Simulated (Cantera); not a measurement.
A Cantera script and what it prints.

```python
import numpy as np
import cantera as ct

gas_names = [...]  # 113 gases of nasa_gas.yaml made of C, H, O, Ti
cond_names = """
    C(gr) C6H6(L) C7H8(L) C8H18(L),n-octa H2O(s) H2O(L) Ti(a) Ti(b) Ti(L) TiC(s) TiC(L) TiO(a) TiO(b)
    TiO(L) TiO2(ru) TiO2(L) Ti2O3(a) Ti2O3(b) Ti2O3(L) Ti3O5(a) Ti3O5(b) Ti3O5(L) Ti4O7(s) Ti4O7(L)
""".split()


# ... load() reads the species with a 1 bar reference pressure and builds the phases ...
atoms = {
    'Ti(OiPr)4': {'Ti': 1, 'C': 12, 'H': 28, 'O': 4},
    'H2O': {'H': 2, 'O': 1},
    'H2': {'H': 2},
}
top_T = {'C(gr)': 4500}  # K; cautious upper limits of use, not melting points


# ... equilibrate(T, P, feed) seeds the gas with the atoms and calls Mixture.equilibrate('TP', solver="vcs", rtol=1e-11, max_steps=5000) ...
results = []
feed = {'Ti(OiPr)4': 1, 'H2O': 3, 'H2': 6.4}  # mol
P = 21  # Pa
for T in [1025, 1125, 1225, 1325, 1425, 1525, 1625, 1725, 1825, 1925, 2025]:
    mix = equilibrate(T, P, feed)
    results.append((T, P, feed, dict(zip(mix.species_names, mix.species_moles))))
    x = sorted(zip(gas.X, gas.species_names), reverse=True)
    print(f"T = {T:g} K  P = {P:g} Pa  gas = {mix.phase_moles(0):.4g} mol")
    print("   x: " + "  ".join(f"{s} {v:.3e}" for v, s in x if v > 1e-06))
    print("   condensed (mol): " + ("  ".join(f"{mix.phase(i).name} {mix.phase_moles(i):.4g}"
          for i in range(1, mix.n_phases) if mix.phase_moles(i) > 1e-12) or "none"))
```

Output:

```
T = 1025 K  P = 21 Pa  gas = 28.73 mol
   x: H2 8.144e-01  CO 1.856e-01  CH4 1.024e-05  H2O 8.421e-06  CO2 2.489e-06
   condensed (mol): C(gr) 6.667  Ti3O5(b) 0.3333
T = 1125 K  P = 21 Pa  gas = 30.4 mol
   x: H2 7.697e-01  CO 2.303e-01  CH4 3.590e-06  H 2.690e-06  H2O 2.393e-06
   condensed (mol): C(gr) 4  TiC(s) 1
T = 1225 K  P = 21 Pa  gas = 30.4 mol
   x: H2 7.697e-01  CO 2.303e-01  H 1.887e-05  CH4 1.634e-06
   condensed (mol): C(gr) 4  TiC(s) 1
T = 1325 K  P = 21 Pa  gas = 30.4 mol
   x: H2 7.696e-01  CO 2.303e-01  H 9.900e-05
   condensed (mol): C(gr) 4  TiC(s) 1
T = 1425 K  P = 21 Pa  gas = 30.41 mol
   x: H2 7.694e-01  CO 2.302e-01  H 4.129e-04  C2H2,acetylene 2.712e-06
   condensed (mol): C(gr) 4  TiC(s) 1
T = 1525 K  P = 21 Pa  gas = 30.42 mol
   x: H2 7.685e-01  CO 2.301e-01  H 1.431e-03  C2H2,acetylene 9.291e-06
   condensed (mol): C(gr) 3.999  TiC(s) 1
T = 1625 K  P = 21 Pa  gas = 30.46 mol
   x: H2 7.659e-01  CO 2.298e-01  H 4.261e-03  C2H2,acetylene 2.724e-05
   condensed (mol): C(gr) 3.998  TiC(s) 1
T = 1725 K  P = 21 Pa  gas = 30.57 mol
   x: H2 7.598e-01  CO 2.290e-01  H 1.117e-02  C2H2,acetylene 7.001e-05
   condensed (mol): C(gr) 3.996  TiC(s) 1
T = 1825 K  P = 21 Pa  gas = 30.8 mol
   x: H2 7.463e-01  CO 2.272e-01  H 2.625e-02  C2H2,acetylene 1.603e-04
   condensed (mol): C(gr) 3.99  TiC(s) 1
T = 1925 K  P = 21 Pa  gas = 31.28 mol
   x: H2 7.199e-01  CO 2.238e-01  H 5.597e-02  C2H2,acetylene 3.296e-04
   condensed (mol): C(gr) 3.979  TiC(s) 1
T = 2025 K  P = 21 Pa  gas = 32.15 mol
   x: H2 6.727e-01  CO 2.177e-01  H 1.089e-01  C2H2,acetylene 6.088e-04  Ti 5.856e-06  C2H 2.007e-06
   condensed (mol): C(gr) 3.961  TiC(s) 0.9998
```

Method: chemical equilibrium by Gibbs-energy minimisation in Cantera with the NASA 1993 tables (ideal gas, pure condensed phases). The feed counts by its element totals alone. TiC: taken at fixed stoichiometry.
